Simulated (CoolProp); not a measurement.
The numbers come from the reference Helmholtz-energy equation of state, Zhou 2011 in CoolProp.

For dimethyl carbonate, give the phase and the Z, Joule-Thomson coefficient (K/MPa), fugacity coefficient at 600 K and 7.27 MPa; 600 K and 12.3 MPa.


- 600 K and 7.27 MPa: supercritical; Z 0.457, Joule-Thomson coefficient 8.33, fugacity coefficient 0.629
- 600 K and 12.3 MPa: supercritical; Z 0.410, Joule-Thomson coefficient 1.76, fugacity coefficient 0.458
